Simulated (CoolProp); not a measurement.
Saturation properties of R141b.

Computed with CoolProp (reference Helmholtz-energy equation of state, Lemmon 2006). It is a short technical equation, of lower accuracy than the large ones.

```tsv
T (K)	p (bar)	vapour Z	surface tension (mN/m)
318.5	1.581	0.9474	15.7
332.6	2.423	0.9300	14.0
346.8	3.581	0.9090	12.4
361	5.113	0.8845	10.8
375.2	7.088	0.8559	9.20
389.3	9.558	0.8231	7.68
403.5	12.63	0.7850	6.21
417.7	16.38	0.7408	4.80
```

It boils at 305.2 K under 1 atm.

Surface tension comes from a separate correlation (Mulero 2012).
